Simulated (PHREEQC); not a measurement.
Solution (25 °C): 0.083 mol HF, 0.038 mol NaHF2, 0.00033 mol H3PO4 and 0.079 mol HCl per kg of water. Closed to the air; pH follows from the charge balance.

Computed with PHREEQC (ion-association model, phreeqc.dat).

This is a speciation only: nothing precipitates in the calculation.

Task: What pH, density does the model give?

Result: pH 1.41; density 1.001 g/cm³.

Task: In which forms is P present?

Result: H3PO4 82 %, H2PO4- 18 % of the P.
